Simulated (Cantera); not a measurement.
Charge: 1 mol TiCl4, a varied amount of C3H8, equilibrated at 1500 °C and 13.3 mbar.

Cantera equilibrium calculation (NASA polynomials, part measured and part estimated; ideal gas, pure solids and liquids). Candidate condensed phases: C, C6H6, C7H8, C8H18, Ti, TiC, TiCl2, TiCl3, TiCl4; 96 gas species. TiC: taken at fixed stoichiometry. Rates play no part.

Q: What share of the Ti ends up in condensed phases as a function of n(C3H8) (mol), at 0.12, 0.21, 0.29, 0.38, 0.46, 0.55, 0.63, 0.71, 0.8, 0.88?

A: 
```json
[
 {"n(C3H8) (mol)": "0.12", "Ti condensed (%)": "1.3", "as": "TiC(s)"},
 {"n(C3H8) (mol)": "0.21", "Ti condensed (%)": "18.4", "as": "TiC(s)"},
 {"n(C3H8) (mol)": "0.29", "Ti condensed (%)": "31.8", "as": "TiC(s)"},
 {"n(C3H8) (mol)": "0.38", "Ti condensed (%)": "45.0", "as": "TiC(s)"},
 {"n(C3H8) (mol)": "0.46", "Ti condensed (%)": "55.1", "as": "TiC(s)"},
 {"n(C3H8) (mol)": "0.55", "Ti condensed (%)": "64.5", "as": "TiC(s)"},
 {"n(C3H8) (mol)": "0.63", "Ti condensed (%)": "71.3", "as": "TiC(s)"},
 {"n(C3H8) (mol)": "0.71", "Ti condensed (%)": "76.7", "as": "TiC(s)"},
 {"n(C3H8) (mol)": "0.8", "Ti condensed (%)": "81.5", "as": "TiC(s)"},
 {"n(C3H8) (mol)": "0.88", "Ti condensed (%)": "84.8", "as": "TiC(s)"}
]
```
